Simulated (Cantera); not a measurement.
Feed: 1 mol SrCl2, 5.3 mol H2O, 220 mol N2.

Equilibrium computed with Cantera from the NASA thermochemical tables; the gas is ideal and each condensed phase is pure. Candidate condensed phases: H2O, NH4Cl, Sr, SrCl2, SrO, Sr(OH)2; 35 gas species. Mutual solubility and eutectic melting of coexisting phases are not modelled. Condensed phases not in the tables: oxide chlorides. Equilibrium is a limit: real reactors are often held back by kinetics, nucleation or transport.

### Question
What condenses at these points (T in K, P in Pa): (1950, 1000); (1950, 10); (1850, 4600); (1600, 1000); (1550, 100000); (1850, 2.2)?

### Answer
| T (K) | P in Pa | condensed phases | Sr condensed (%) |
|---|---|---|---|
| 1950 | 1000 | SrO | 22.2 |
| 1950 | 10 | gas only | 0.0 |
| 1850 | 4600 | SrO | 22.7 |
| 1600 | 1000 | SrO | 25.8 |
| 1550 | 100000 | SrCl2 + SrO | 78.9 |
| 1850 | 2.2 | gas only | 0.0 |
